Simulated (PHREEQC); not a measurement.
Make-up at 25 °C: 0.02 mol/kgw Pb(NO3)2 and 3.63e-05 mol/kgw MgSO4. Closed to the air; pH follows from the charge balance.

Equilibrium calculation in PHREEQC: ion-association model, phreeqc.dat.

This is a speciation only: nothing precipitates in the calculation.

Problem. Order these Pb species by the share of Pb that they hold, largest first: Pb+2, PbNO3+, PbSO4.

Solution. Pb+2 (81 %), PbNO3+ (19 %), PbSO4 (0.12 %)

The pH is 4.79 and the ionic strength 0.0524 mol/kgw. Saturation is exceeded, for instance for Anglesite; the values hold only as long as no solid forms.
